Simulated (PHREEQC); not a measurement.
PHREEQC input (ion-association model, wateq4f.dat):

```
SOLUTION_SPECIES
  2 NO3- + 12 H+ + 10 e- = N2 + 6 H2O  # shut off: nitrate stays nitrate
    -log_k -100
    -delta_h 0
    -analytic -100
SOLUTION 1
  temp 30
  units mol/kgw
  pH 7 charge
  C(4) 0.00245
  Na 0.0056
  Cl 0.003
SOLUTION 2
  temp 30
  units mol/kgw
  pH 7 charge
  N(5) 0.0051
  S(6) 0.028
  Cu(2) 0.028032
  Cl 6.4e-05
END
SELECTED_OUTPUT 1
  -reset false
  -pH true
  -pe true
  -ionic_strength true
  -water true
  -totals C Cl Cu N Na S C(-4) C(4) Cu(1) Cu(2)
    N(5) N(3) N(0) N(-3) S(-2) S(6)
  -molalities H+ CO3-2 Cl- Cu+2 NO3- Na+ SO4-2 NH3 CO2 HCO3-
    NaCO3- NaHCO3 NaSO4- HSO4- H2S HS- S-2 O2 NH4+ NH4SO4-
    OH- CuCl2- CuCl3-2 Cu+ CuCO3 Cu(CO3)2-2 CuCl+ CuCl2 CuCl3- CuCl4-2
    CuOH+ Cu(OH)2 Cu(OH)3- Cu(OH)4-2 Cu2(OH)2+2 CuSO4 Cu(HS)3- NO2- CuHCO3+
  -equilibrium_phases Cu(OH)2 Malachite Brochantite Antlerite Atacamite Cu2(OH)3NO3 Halite Mirabilite Chalcanthite Nahcolite
    Natron
PRINT
  -reset false
MIX 1
  1 1
  2 0
EQUILIBRIUM_PHASES 1
  Cu(OH)2 0 0
  Malachite 0 0
  Brochantite 0 0
  Antlerite 0 0
  Atacamite 0 0
  Cu2(OH)3NO3 0 0
  Halite 0 0
  Mirabilite 0 0
  Chalcanthite 0 0
  Nahcolite 0 0
  Natron 0 0
  O2(g) -0.68 10
END
# ... the last block is repeated for the other 10 points of share of solution B
```

Selected output (columns that matter, 11 of 11 rows; share of solution B added in front):

```
share of solution B	pH	mu	C	Cl	Cu	N	Na	S	m_H+	m_CO3-2	m_Cl-	m_Cu+2	Malachite	Antlerite
0	8.9351	0.0057105	0.00245	0.003	0	0	0.0056	0	1.2492e-09	0.00012918	0.003	0	0	0
0.1	5.0023	0.012172	0.0017792	0.0027064	0.0019516	0.00050999	0.0050399	0.0028	1.0978e-05	6.2481e-10	0.002697	0.0015592	0.00042577	0
0.2	4.7216	0.019751	0.00196	0.0024128	0.0048796	0.00102	0.0044799	0.0053577	2.1354e-05	2.1236e-10	0.0023948	0.0036811	0	0.00024224
0.3	4.5591	0.027778	0.001715	0.0021191	0.0082297	0.00153	0.0039199	0.0083399	3.1496e-05	9.5742e-11	0.0020957	0.0059222	0	5.9908e-05
0.4	3.5294	0.034845	0.00147	0.0018256	0.011213	0.0020399	0.0033599	0.0112	0.00034074	7.9302e-13	0.0018003	0.0078436	0	0
0.5	3.1419	0.041385	0.001225	0.001532	0.014016	0.0025499	0.0027999	0.014	0.00083825	1.1645e-13	0.0015072	0.0095618	0	0
0.6	2.9528	0.047718	0.00097998	0.0012384	0.016819	0.0030599	0.00224	0.0168	0.0013044	4.0575e-14	0.0012157	0.011243	0	0
0.7	2.8292	0.053891	0.00073499	0.00094479	0.019622	0.00357	0.00168	0.0196	0.0017442	1.783e-14	0.00092563	0.012896	0	0
0.8	2.7381	0.059934	0.00049	0.00065119	0.022425	0.00408	0.00112	0.0224	0.002162	8.0634e-15	0.00063676	0.014527	0	0
0.9	2.6665	0.065869	0.000245	0.0003576	0.025229	0.00459	0.00056	0.0252	0.0025614	2.9821e-15	0.00034903	0.01614	0	0
1	2.6077	0.071714	0	6.4e-05	0.028032	0.0051	0	0.028	0.002945	0	6.2357e-05	0.017738	0	0
```
